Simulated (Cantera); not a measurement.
Feed: 1 mol Al₂O₃, 0.025 mol Cl₂, 1.9 mol O₂, equilibrated at 1548 K and 101000 Pa.

These are equilibrium values from Cantera (NASA tables, ideal gas, pure condensed phases), not measurements of a reactor. Candidate condensed phases: Al, AlCl₃, Al₂O₃; 17 gas species. Equilibrium is a limit: real reactors are often held back by kinetics, nucleation or transport.

Base state: O₂ 0.983, Cl₂ 0.00907, Cl 0.00756, ClO 0.000175 (mole fractions); condensed: Al₂O₃(s).

Question: What changes in the equilibrium state with this change: Cl₂ from 0.025 to 0.13 mol?

Answer: 
```json
[
 {"species": "O₂", "before": "0.983", "after": "0.927"},
 {"species": "Cl₂", "before": "0.00907", "after": "0.0540"},
 {"species": "Cl", "before": "0.00756", "after": "0.0184"},
 {"species": "ClO", "before": "0.000175", "after": "0.000414"},
 {"species": "Al₂O₃(s), mol", "before": "1.000", "after": "1.000"}
]
```
